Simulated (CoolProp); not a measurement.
Vapour-liquid equilibrium of methanol (1) + hexamethyldisiloxane (MM) (2) at 368.8 K; x and y are mole fractions of (1).

Model: multi-fluid Helmholtz-energy mixture model, de Reuck 1993 and Thol 2016; pair parameters Bell 2016, in CoolProp.

Problem. Give the bubble pressure and the first vapour's composition at x = 0.15, 0.85, 0.95. Is there an azeotrope?

Solution. x = 0.15: 0.1614 MPa, y = 0.506; x = 0.85: 0.2985 MPa, y = 0.891; x = 0.95: 0.3053 MPa, y = 0.958. No azeotrope shows between x = 0.05 and 0.95.

The pair parameters rest on a limited set of measurements; away from them the model extrapolates.
